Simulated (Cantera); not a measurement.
Input: 1 mol Cu, 2.4 mol F₂, 47 mol N₂, at 750 °C and 10.0 mbar.

Cantera equilibrium calculation (NASA polynomials, part measured and part estimated; ideal gas, pure solids and liquids). Rates play no part.

```csv
species,before,after
N₂,0.943,0.933
F,0.0525,0.0548
CuF₂,0.00237,0.0113
F₂,0.00183,0.000419
"CuF₂(s), mol",0.882,0.431
```
Gas species are given as mole fractions.

Task: Which change was made?
(A) temperature from 750 °C to 652 °C
(B) pressure from 10.0 mbar to 2.10 mbar
(C) temperature from 750 °C to 1125 °C
(D) F₂ from 2.4 to 0.6 mol

Result: B, pressure from 10.0 mbar to 2.10 mbar
